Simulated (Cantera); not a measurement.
## SiCl₄ + N₂ + H₂O (silicon nitride deposition)

Feed: 1 mol SiCl₄, 26 mol N₂, 0.41 mol H₂O, equilibrated at 0.840 bar.

These are equilibrium values from Cantera (NASA tables, ideal gas, pure condensed phases), not measurements of a reactor. Candidate condensed phases: H₂O, NH₄Cl, Si, SiO₂, Si₂N₂O, Si₃N₄; 47 gas species. The tables' values for SiCl₃ are old estimates; treat these amounts as uncertain. The tables hold silica as quartz up to 1696 K and as liquid above; real silica turns to tridymite and cristobalite and melts near 1996 K. Rates play no part.

```
T (K)   x N₂   x HCl  x SiCl₄      x Cl   x SiCl₃  n SiO₂(β-quartz)  n SiO₂(condensed)
-----  -----  ------  -------  --------  --------  ----------------  -----------------
1473   0.941  0.0297   0.0286  0.000181  0.000189             0.205                  0
1523   0.941  0.0297   0.0285  0.000310  0.000315             0.205                  0
1573   0.941  0.0297   0.0282  0.000513  0.000506             0.205                  0
1623   0.941  0.0297   0.0279  0.000825  0.000782             0.205                  0
1673   0.940  0.0296   0.0275   0.00129   0.00117             0.205                  0
1723   0.940  0.0296   0.0268   0.00198   0.00169                 0              0.205
1773   0.939  0.0296   0.0260   0.00297   0.00236                 0              0.205
```
x: gas mole fraction; n: condensed amount in mol.

From 1473 K to 1673 K the condensed part is SiO₂(β-quartz). From 1723 K to 1773 K the condensed part is SiO₂(condensed). The main Si-bearing gas is SiCl₄ throughout.
